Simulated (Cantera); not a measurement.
An adiabatic, constant-volume homogeneous reactor starts with CH₃OH : O₂ : N₂ = 1 : 1.55 : 5.81 (molar parts), equivalence ratio 0.97, at 1198 K and 1.00 bar. Integrator tolerance rtol = 1e-08.

Model: GRI-Mech 3.0 (53 species, 325 reactions), integrated in Cantera. GRI-Mech 3.0 was tuned for natural gas; its chemistry of methanol as a main component is partial and can be far from experiment.

**Question.** What does this change do: initial temperature 1198 to 1098 K?

**Answer.** 
| quantity | before | after |
|---|---|---|
| time of steepest temperature rise | 9.69 ms | 59.8 ms |
| temperature at 5.00 s | 2791 K | 2764 K |
| equilibrium temperature | 2791 K | 2764 K |
| x(CH₃OH) at 5.00 s | <1e-12 (gas-phase equilibrium <1e-12) | <1e-12 (gas-phase equilibrium <1e-12) |
| x(O₂) at 5.00 s | 0.0227 (gas-phase equilibrium 0.0227) | 0.0215 (gas-phase equilibrium 0.0215) |
| x(HO₂) at 5.00 s | 9.20e-6 (gas-phase equilibrium 9.20e-6) | 8.57e-6 (gas-phase equilibrium 8.57e-6) |
| x(CH₂) at 5.00 s | <1e-12 (gas-phase equilibrium <1e-12) | <1e-12 (gas-phase equilibrium <1e-12) |
| x(NO) at 5.00 s | 0.0107 (gas-phase equilibrium 0.0107) | 0.0100 (gas-phase equilibrium 0.0100) |
